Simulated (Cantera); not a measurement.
# Stirred combustor or abatement burner

A perfectly stirred reactor is fed with H2 : O2 : N2 : H2O = 1 : 1.06 : 4 : 0.24 (molar parts), at 0.987 atm; it is adiabatic with a 325 K inlet, and is followed from long to short residence time, starting on the burning branch (τ in s: 0.32, 0.084, 0.022, 0.0058, 0.0015, 0.0004, 0.00011, 2.8e-05, 7.3e-06).

Model: GRI-Mech 3.0 (53 species, 325 reactions), integrated in Cantera.

```tsv
τ (s)	T (K)	x H2	x O2	x H2O	x NO2	x H2O2	x N2O
0.32	1545	7.24e-5	0.0964	0.213	1.31e-8	1.49e-7	5.68e-7
0.084	1543	0.000176	0.0963	0.213	1.31e-8	2.80e-7	8.05e-7
0.022	1538	0.000429	0.0963	0.213	8.88e-9	5.07e-7	8.08e-7
0.0058	1528	0.00103	0.0962	0.211	5.21e-9	8.93e-7	6.36e-7
0.0015	1504	0.00249	0.0963	0.209	3.74e-9	1.60e-6	4.41e-7
0.00040	1453	0.00589	0.0971	0.203	3.14e-9	3.05e-6	2.82e-7
0.00011	1341	0.0154	0.101	0.190	1.94e-9	6.75e-6	1.46e-7
2.8e-5	325	0.159	0.168	0.0381	<1e-12	<1e-12	<1e-12
7.3e-6	325	0.159	0.168	0.0381	<1e-12	<1e-12	<1e-12
```
x: mole fraction; the columns are a selection and need not sum to one.
